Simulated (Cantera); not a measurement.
# Low-pressure radical oxidation in H2/O2

An isothermal, constant-pressure homogeneous reactor starts with 4.12 % H2, 95.9 % O2, equivalence ratio 0.021, at 925 K and 0.0118 atm.

Detailed kinetics in Cantera: GRI-Mech 3.0 (53 species, 325 reactions). Radical loss at walls, strong at low pressure, is not modelled. Below about 950 K walls govern HO2 and H2O2 in real vessels. The temperature is held fixed by assumption; the heat of reaction is taken as removed at once.

```csv
t (s),x H2,x O2,x H,x H2O2,x H2O,x HO2,x OH
0.000100,0.0412,0.959,3.23e-12,<1e-12,<1e-12,3.77e-12,<1e-12
0.000484,0.0412,0.959,1.44e-11,<1e-12,8.24e-12,1.85e-11,6.70e-12
0.00234,0.0412,0.959,3.66e-10,<1e-12,8.68e-10,1.11e-10,2.32e-10
0.0113,0.0397,0.958,0.000444,1.07e-8,0.00114,5.32e-6,0.000254
0.0548,0.000217,0.955,0.000371,7.78e-8,0.0415,4.59e-6,0.000345
0.265,9.37e-6,0.958,3.06e-6,4.12e-8,0.0421,9.08e-7,6.08e-5
1.28,4.12e-7,0.958,3.95e-8,1.48e-8,0.0421,1.05e-7,1.45e-5
6.20,2.04e-8,0.958,1.09e-9,4.12e-9,0.0421,1.21e-8,4.40e-6
30.0,2.04e-9,0.958,5.59e-11,1.11e-9,0.0421,1.84e-9,1.63e-6
```
x: mole fraction; the columns are a selection and need not sum to one.

Equilibrium at this temperature and pressure: H2 3.09e-12, O2 0.958, H <1e-12, H2O2 4.51e-12, H2O 0.0421, HO2 1.71e-10, OH 6.78e-8 (gas phase only).
